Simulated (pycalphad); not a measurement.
## Phase fractions of Si-20.28Cu (at.%)

Source of the numbers: pycalphad with the COST 507 light-alloy database (1999); pressure 1 atm. The data set is of 1999 and partly superseded. Amounts are mole fractions of atoms. Diffusion is slow at the low end, where real alloys seldom reach equilibrium.

| T (K) | LIQUID | DIAMOND_A4 | CU19SI6_ETA |
|---|---|---|---|
| 1600 | 1.000 | - | - |
| 1500 | 0.696 | 0.304 | - |
| 1400 | 0.474 | 0.526 | - |
| 1300 | … | … | - |
| 1200 | 0.324 | 0.676 | - |
| 1100 | 0.298 | 0.702 | - |
| 1000 | - | 0.733 | 0.267 |
| 900 | - | 0.733 | 0.267 |
| 800 | - | 0.733 | 0.267 |
| 700 | - | 0.733 | 0.267 |
| 600 | - | 0.733 | 0.267 |
| 500 | - | 0.733 | 0.267 |

**Question.** Some entries are withheld; supply them.

**Answer.** 
- 1300, LIQUID: 0.374
- 1300, DIAMOND_A4: 0.626

Database names, with the compositions (at.%) that they take in these runs: CU19SI6_ETA: Cu 76 Si 24. DIAMOND_A4 is diamond (Si).
